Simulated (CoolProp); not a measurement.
Vapour-liquid equilibrium of R125 (1) + R143a (2) at 0.593 MPa; x and y are mole fractions of (1).

Model: multi-fluid Helmholtz-energy mixture model, Lemmon 2005 and Lemmon and Jacobsen 2000; pair parameters Lemmon 2004, in CoolProp.

Problem. Give the bubble temperature and the first vapour's composition at x = 0.45, 0.75, 0.85. Is there an azeotrope?

Solution. x = 0.45: 271.4 K, y = 0.463; x = 0.75: 270.5 K, y = 0.770; x = 0.85: 270.1 K, y = 0.865. y crosses x between x = 0.05 and 0.15: the model has an azeotrope there.

The pair parameters rest on a limited set of measurements; away from them the model extrapolates.
